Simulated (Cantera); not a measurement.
Input (Python, Cantera):

```python
import numpy as np
import cantera as ct

gas = ct.Solution("gri30.yaml")
gas.TPX = 1125, 140, {'C2H6': 1, 'H2': 4.4}
reactor = ct.IdealGasConstPressureReactor(gas, energy="off", clone=False)
net = ct.ReactorNet([reactor])
net.rtol, net.atol = 1e-08, 1e-18
show = ['C2H6', 'H2', 'CH3', 'C2H4', 'C2H2', 'C2H']
times = np.geomspace(1e-06, 200, 12)

steps = ct.SolutionArray(gas, extra=["t"])
rows = []
print(f"{'t/s':>10s}{'T/K':>9s}{'P/Pa':>11s}" + "".join(f"{s:>11s}" for s in show))
for t in times:
    while net.time < t:
        t_next = net.step()
        steps.append(gas.state, t=t_next)
    rows.append([np.interp(t, steps.t, y) for y in (steps.T, steps.P, *steps(*show).X.T)])
    print(f"{t:10.3e}{rows[-1][0]:9.1f}{rows[-1][1]:11.4g}" + "".join(f"{x:11.3e}" for x in rows[-1][2:]))
rate = np.gradient(steps.T, steps.t)
print("integrator steps:", len(steps.t))
if steps.T.max() > steps.T[0] + 200:
    print(f"time of steepest temperature rise: {steps.t[rate.argmax()]:.4e} s")
gas.TPX = 1125, 140, {'C2H6': 1, 'H2': 4.4}
gas.equilibrate("TP")
print(f"equilibrium (TP): T = {gas.T:.1f} K  " + "  ".join(f"{s} {gas[s].X[0]:.3e}" for s in show))
```

Output:

```
       t/s      T/K       P/Pa       C2H6         H2        CH3       C2H4       C2H2        C2H
 1.000e-06   1125.0        140  1.852e-01  8.148e-01  2.135e-09  1.802e-17  4.432e-28  5.682e-46
 5.684e-06   1125.0        140  1.852e-01  8.148e-01  1.213e-08  1.137e-15  1.412e-25  2.157e-41
 3.231e-05   1125.0        140  1.852e-01  8.148e-01  6.862e-08  1.806e-13  1.092e-22  1.581e-36
 1.836e-04   1125.0        140  1.852e-01  8.148e-01  3.804e-07  6.544e-11  2.046e-19  1.244e-31
 1.044e-03   1125.0        140  1.852e-01  8.148e-01  1.884e-06  2.407e-08  5.312e-16  4.296e-27
 5.932e-03   1125.0        140  1.852e-01  8.148e-01  5.572e-06  4.055e-06  1.972e-12  1.140e-22
 3.372e-02   1125.0        140  1.848e-01  8.148e-01  1.017e-05  2.583e-04  4.728e-09  1.638e-18
 1.916e-01   1125.0        140  1.747e-01  8.150e-01  8.904e-05  7.540e-03  4.408e-06  6.921e-15
 1.089e+00   1125.0        140  8.556e-02  8.069e-01  1.393e-04  6.577e-02  5.895e-04  1.552e-12
 6.191e+00   1125.0        140  3.684e-03  7.985e-01  2.384e-05  1.118e-01  6.874e-03  8.714e-12
 3.519e+01   1125.0        140  1.181e-04  8.003e-01  4.181e-06  1.050e-01  1.531e-02  3.618e-12
 2.000e+02   1125.0        140  3.556e-05  8.030e-01  2.305e-06  8.956e-02  2.909e-02  3.838e-12
integrator steps: 1021
equilibrium (TP): T = 1125.0 K  C2H6 2.366e-06  H2 8.233e-01  CH3 1.568e-06  C2H4 5.192e-03  C2H2 1.072e-01  C2H 1.169e-11
```

Computed with Cantera and GRI-Mech 3.0 (53 species, 325 reactions). GRI-Mech 3.0 stops at C3 and has no aromatics, soot or wall deposition, so with more carbon than oxygen in the feed, carbon stays in small species such as C2H2 where larger ones or solid carbon would form. Radical loss at walls, strong at low pressure, is not modelled.
